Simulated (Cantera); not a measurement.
# Equilibrium for silicon oxide and oxynitride deposition: Si2H6 + N2O + H2

Charge: 1 mol Si2H6, 6.9 mol N2O, 62 mol H2, held at 195 Torr.

Equilibrium computed with Cantera from the NASA thermochemical tables; the gas is ideal and each condensed phase is pure. Candidate condensed phases: H2O, Si, SiO2, Si2N2O, Si3N4; 35 gas species. The feed counts by its element totals alone. The tables hold silica as quartz up to 1696 K and as liquid above; real silica turns to tridymite and cristobalite and melts near 1996 K. Gases not in the tables: Si(OH)4. The numbers say what is thermodynamically allowed, not how fast it happens.

From 1575 K to 1675 K the condensed part is SiO2(β-quartz). From 1725 K to 1975 K the condensed part is SiO2(condensed).

```csv
T (K),x H2,x N2,x H2O,x SiO,x H,x OH,x NH3,n SiO2(β-quartz),n SiO2(condensed)
1575,0.864,0.0960,0.0403,1.11e-6,7.57e-5,1.28e-7,3.23e-6,2.00,0
1625,0.864,0.0960,0.0403,3.94e-6,0.000129,2.53e-7,2.83e-6,2.00,0
1675,0.863,0.0960,0.0403,1.29e-5,0.000212,4.78e-7,2.50e-6,2.00,0
1725,0.863,0.0959,0.0404,3.91e-5,0.000338,8.72e-7,2.22e-6,0,2.00
1775,0.863,0.0959,0.0404,0.000110,0.000527,1.54e-6,1.99e-6,0,1.99
1825,0.862,0.0959,0.0406,0.000290,0.000802,2.64e-6,1.79e-6,0,1.98
1875,0.861,0.0958,0.0410,0.000720,0.00119,4.43e-6,1.62e-6,0,1.95
1925,0.859,0.0957,0.0419,0.00168,0.00174,7.33e-6,1.47e-6,0,1.88
1975,0.855,0.0955,0.0438,0.00364,0.00248,1.21e-5,1.33e-6,0,1.74
```
x: gas mole fraction; n: condensed amount in mol.
